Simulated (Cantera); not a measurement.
Cantera run, input and output.

```python
import numpy as np
import cantera as ct

gas = ct.Solution("gri30.yaml")
gas.TPX = 1875, 100000, {'CH4': 1, 'N2': 16}
inlet = ct.Reservoir(gas, clone=True)

reactor = ct.IdealGasConstPressureReactor(gas, energy="off", clone=False)
exhaust = ct.Reservoir(gas, clone=True)
tau = [0.46, 0.16, 0.055, 0.019, 0.0065, 0.0023, 0.00078, 0.00027][0]
for a, b in ((inlet, reactor), (reactor, exhaust)):
    ct.MassFlowController(a, b, mdot=lambda t: reactor.mass / tau)
net = ct.ReactorNet([reactor])
show = ['CH4', 'C2H6', 'C2H', 'H', 'C2H2', 'H2', 'HCN']

rows = []
print(f"{'tau/s':>10s}{'T/K':>9s}" + "".join(f"{s:>11s}" for s in show))
for tau in [0.46, 0.16, 0.055, 0.019, 0.0065, 0.0023, 0.00078, 0.00027]:
    net.initial_time = 0.0
    net.advance(30 * tau)
    before = gas.X
    net.advance(40 * tau)
    drift = np.max(np.abs(gas.X - before) / (gas.X + 1e-9))
    rows.append([gas.T, *gas[show].X, drift])
    print(f"{tau:10.3e}{gas.T:9.1f}" + "".join(f"{x:11.3e}" for x in gas[show].X))
```

Result:

```
     tau/s      T/K        CH4       C2H6        C2H          H       C2H2         H2        HCN
 4.600e-01   1875.0  2.091e-03  4.021e-07  7.103e-07  1.801e-04  2.666e-02  8.014e-02  1.002e-04
 1.600e-01   1875.0  3.561e-03  1.138e-06  6.827e-07  1.731e-04  2.594e-02  7.799e-02  5.284e-05
 5.500e-02   1875.0  6.094e-03  3.220e-06  6.383e-07  1.620e-04  2.468e-02  7.428e-02  2.696e-05
 1.900e-02   1875.0  1.030e-02  8.816e-06  5.719e-07  1.457e-04  2.253e-02  6.808e-02  1.331e-05
 6.500e-03   1875.0  1.701e-02  2.299e-05  4.772e-07  1.231e-04  1.900e-02  5.810e-02  5.991e-06
 2.300e-03   1875.0  2.622e-02  5.241e-05  3.562e-07  9.521e-05  1.395e-02  4.422e-02  2.376e-06
 7.800e-04   1875.0  3.791e-02  1.010e-04  2.027e-07  6.144e-05  7.356e-03  2.643e-02  6.798e-07
 2.700e-04   1875.0  4.952e-02  1.216e-04  5.942e-08  2.779e-05  1.776e-03  9.833e-03  1.011e-07
```

Cantera simulation using GRI-Mech 3.0 (53 species, 325 reactions); the numbers are that mechanism's predictions, not measurements. GRI-Mech 3.0 stops at C3 and has no aromatics, soot or wall deposition, so with more carbon than oxygen in the feed, carbon stays in small species such as C2H2 where larger ones or solid carbon would form.
